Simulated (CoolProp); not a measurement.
Saturation properties of hydrogen chloride.

Values from CoolProp's reference Helmholtz-energy equation of state, Thol 2018.

| T (K) | p (MPa) | liquid density (kg/m³) | vapour density (kg/m³) | enthalpy of vaporisation (kJ/kg) | liquid cp (kJ/(kg K)) |
|---|---|---|---|---|---|
| 253.7 | 1.502 | 999.1 | 31.51 | 352.4 | 1.847 |
| 259.8 | 1.797 | 978.0 | 37.84 | 340.6 | 1.893 |
| 265.8 | 2.127 | 956.2 | 45.11 | 328.1 | 1.947 |
| 271.8 | 2.499 | 933.1 | 53.61 | 314.7 | 2.015 |
| 277.8 | 2.918 | 908.7 | 63.59 | 300.1 | 2.101 |
| 283.8 | 3.387 | 882.4 | 75.41 | 284.1 | 2.212 |
| 289.8 | 3.910 | 854.0 | 89.54 | 266.4 | 2.363 |
| 295.8 | 4.492 | 822.6 | 106.7 | 246.4 | 2.579 |
| 301.8 | 5.138 | 787.2 | 128.1 | 223.5 | 2.909 |

It boils at 188.2 K under 1 atm.
